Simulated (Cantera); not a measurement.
An adiabatic, constant-pressure homogeneous reactor starts with H2 : O2 : N2 = 1 : 0.568 : 2.14 (molar parts), at 1123 K and 4.30 bar.

Cantera simulation using the H2/O2 subset of GRI-Mech 3.0, which has no nitrogen chemistry; the numbers are that mechanism's predictions, not measurements. The hydrogen kinetics of GRI-Mech 3.0 are dated; newer H2 mechanisms differ, most at raised pressure.

x: mole fraction; the columns are a selection and need not sum to one.

```
t (s)     T (K)    x H2    x O2      x H     x OH      x O
--------  -----  ------  ------  -------  -------  -------
8.00e-6    1123   0.270   0.153  1.92e-8  1.31e-9  3.01e-9
2.20e-5    1123   0.270   0.153        ?        ?        ?
6.02e-5    1124   0.270   0.153  6.42e-6  5.46e-7  1.01e-6
0.000165   2778  0.0174  0.0236  0.00484   0.0211  0.00370
0.000454   2778  0.0174  0.0236  0.00484   0.0211  0.00370
0.00124    2778  0.0174  0.0236  0.00484   0.0211  0.00370
0.00341    2778  0.0174  0.0236  0.00484   0.0211  0.00370
0.00937    2778  0.0174  0.0236  0.00484   0.0211  0.00370
0.0257     2778  0.0174  0.0236  0.00484   0.0211  0.00370
0.0706     2778  0.0174  0.0236  0.00484   0.0211  0.00370
0.194      2778  0.0174  0.0236  0.00484   0.0211  0.00370
0.531      2778  0.0174  0.0236  0.00484   0.0211  0.00370
1.46       2778  0.0174  0.0236  0.00484   0.0211  0.00370
4.00       2778  0.0174  0.0236  0.00484   0.0211  0.00370
```

Question: What belongs in the gaps?

Answer: 
- 2.20e-5, x H: 1.00e-7
- 2.20e-5, x OH: 6.93e-9
- 2.20e-5, x O: 1.59e-8
